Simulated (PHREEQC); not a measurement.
A solution holds 0.17 mol KF per kg of water, at 55 °C. Closed to the air; pH follows from the charge balance.

Computed with PHREEQC (ion-association model, phreeqc.dat).

This is a speciation only: nothing precipitates in the calculation.

Question: Estimate the pH.

Answer: pH 7.86.

Constants without temperature data keep their 25 °C values here.
